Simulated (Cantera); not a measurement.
**Abatement and gas-phase synthesis: H2S + O2 + N2**

Feed: 1 mol H2S, a varied amount of O2, 1.1 mol N2, at 2048 K and 16.0 Pa.

Cantera equilibrium calculation (NASA polynomials, part measured and part estimated; ideal gas, pure solids and liquids). Candidate condensed phases: H2O, H2SO4, S; 35 gas species. Equilibrium is a limit: real reactors are often held back by kinetics, nucleation or transport.

```json
[
 {"n(O2) (mol)": "0.12", "x N2": "0.371", "x H2": "0.264", "x SO": "0.0453", "x SO2": "0.00663", "x S": "0.100", "x H": "0.0910", "x H2O": "0.0213", "x S2": "0.0863", "x SH": "0.0120"},
 {"n(O2) (mol)": "0.15", "x N2": "0.370", "x H2": "0.259", "x SO": "0.0542", "x SO2": "0.00976", "x S": "0.0974", "x H": "0.0900", "x H2O": "0.0257", "x S2": "0.0813", "x SH": "0.0115"},
 {"n(O2) (mol)": "0.19", "x N2": "0.367", "x H2": "0.252", "x SO": "0.0648", "x SO2": "0.0146", "x S": "0.0935", "x H": "0.0888", "x H2O": "0.0313", "x S2": "0.0748", "x SH": "0.0109"},
 {"n(O2) (mol)": "0.23", "x N2": "0.365", "x H2": "0.245", "x SO": "0.0743", "x SO2": "0.0200", "x S": "0.0895", "x H": "0.0877", "x H2O": "0.0364", "x S2": "0.0686", "x SH": "0.0103"},
 {"n(O2) (mol)": "0.29", "x N2": "0.362", "x H2": "0.236", "x SO": "0.0866", "x SO2": "0.0290", "x S": "0.0837", "x H": "0.0861", "x H2O": "0.0438", "x S2": "0.0599", "x SH": "0.00944"},
 {"n(O2) (mol)": "0.35", "x N2": "0.359", "x H2": "0.228", "x SO": "0.0969", "x SO2": "0.0391", "x S": "0.0778", "x H": "0.0845", "x H2O": "0.0508", "x S2": "0.0518", "x SH": "0.00862"},
 {"n(O2) (mol)": "0.44", "x N2": "0.355", "x H2": "0.216", "x SO": "0.109", "x SO2": "0.0555", "x S": "0.0691", "x H": "0.0823", "x H2O": "0.0608", "x S2": "0.0409", "x SH": "0.00745"},
 {"n(O2) (mol)": "0.54", "x N2": "0.352", "x H2": "0.203", "x SO": "0.118", "x SO2": "0.0756", "x S": "0.0594", "x H": "0.0798", "x H2O": "0.0720", "x S2": "0.0302", "x SH": "0.00621"},
 {"n(O2) (mol)": "0.67", "x N2": "0.348", "x H2": "0.186", "x SO": "0.123", "x SO2": "0.104", "x S": "0.0469", "x H": "0.0764", "x H2O": "0.0872", "x S2": "0.0188", "x SH": "0.00469"}
]
```
x: gas mole fraction; nothing condenses.

From 0.12 mol O2 to 0.67 mol O2 nothing is condensed.
